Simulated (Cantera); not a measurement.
What does this Cantera script print?

```python
import numpy as np
import cantera as ct

gas_names = """
    AL ALH ALN ALO ALOH ALO2 ALO2H AL2 AL2O AL2O2 H HALO HNO HNO2 HNO3 HO2 H2 H2O H2O2 N NH NH2 NH3
    NH2OH NO NO2 NO3 N2 N2H2 N2H4 N2O O OH O2 O3
""".split()
cond_names = """
    AL(cr) AL(L) ALN(s) AL2O3(a) AL2O3(L) H2O(s) H2O(L)
""".split()


# ... load() reads the species with a 1 bar reference pressure and builds the phases ...
atoms = {
    'AlN': {'AL': 1, 'N': 1},
    'H2': {'H': 2},
    'N2': {'N': 2},
    'O2': {'O': 2},
}
top_T = {'ALN(s)': 2750}  # K; cautious upper limits of use, not melting points


# ... equilibrate(T, P, feed) seeds the gas with the atoms and calls Mixture.equilibrate('TP', solver="vcs", rtol=1e-11, max_steps=5000) ...
results = []
feed = {'AlN': 1, 'H2': 12, 'N2': 0.34, 'O2': 0.11}  # mol
T = 1598.15  # K
P = 9.9  # Pa
mix = equilibrate(T, P, feed)
results.append((T, P, feed, dict(zip(mix.species_names, mix.species_moles))))
x = sorted(zip(gas.X, gas.species_names), reverse=True)
print(f"T = {T:g} K  P = {P:g} Pa  gas = {mix.phase_moles(0):.4g} mol")
print("   x: " + "  ".join(f"{s} {v:.3e}" for v, s in x if v > 0.0001))
print("   condensed (mol): " + ("  ".join(f"{mix.phase(i).name} {mix.phase_moles(i):.4g}"
      for i in range(1, mix.n_phases) if mix.phase_moles(i) > 1e-12) or "none"))
```

Result:

```
T = 1598.15 K  P = 9.9 Pa  gas = 12.62 mol
   x: H2 9.480e-01  N2 3.761e-02  AL 7.433e-03  H 5.217e-03  AL2O 1.676e-03
   condensed (mol): ALN(s) 0.7305  AL2O3(a) 0.06627
```

These are equilibrium values from Cantera (NASA tables, ideal gas, pure condensed phases), not measurements of a reactor. Mutual solubility and eutectic melting of coexisting phases are not modelled.
